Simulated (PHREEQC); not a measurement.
## Metal-bearing waste water (model solution)

Dissolve 2.7 mmol/kgw Pb(NO3)2, 8.9 mmol/kgw NaHCO3 and 0.27 mmol/kgw NaCl at 25 °C. Closed to the air; pH follows from the charge balance.

Model: ion-association model, phreeqc.dat, run in PHREEQC.

This is a speciation only: nothing precipitates in the calculation.

Task: Predict the pH, ionic strength.

Result: pH 6.65; ionic strength 0.0103 mol/kgw.

Task: In which forms is C present?

Result: HCO3- 49 %, CO2 23 %, PbCO3 22 %, PbHCO3+ 5.4 % of the C.

Saturation is exceeded, for instance for Cerussite, Pb(OH)2; the values hold only as long as no solid forms.
